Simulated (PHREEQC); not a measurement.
Dissolve 0.17 mol HF, 0.035 mol (CH3)4NF and 0.00034 mol (NH4)2SiF6 per kg of water at 25 °C. Closed to the air; pH follows from the charge balance.

All values are PHREEQC results (ion-association model, phreeqc.dat), not measurements.

```json
[
 {"quantity": "pH", "before": "2.32", "after": "3.17"},
 {"quantity": "ionic strength (mol/kgw)", "before": "0.0415", "after": "0.00105"},
 {"quantity": "HF (mol/kgw)", "before": "0.150", "after": "0.00101"},
 {"quantity": "F- (mol/kgw)", "before": "0.0257", "after": "0.00104"},
 {"quantity": "HF2- (mol/kgw)", "before": "0.0148", "after": "4.06e-6"}
]
```

Question: Which change was made?
(A) HF left out
(B) HF from 0.17 to 0.017 mol/kgw
(C) (NH4)2SiF6 left out
(D) diluted 100-fold with water
(E) (NH4)2SiF6 from 0.00034 to 0.0034 mol/kgw

Answer: D, diluted 100-fold with water

This is a speciation only: nothing precipitates in the calculation. (CH3)4N+ isn't in the database: it is added as a free cation with an ion size of 4 Å. SiF6-2 is the database's only silicon fluoride.
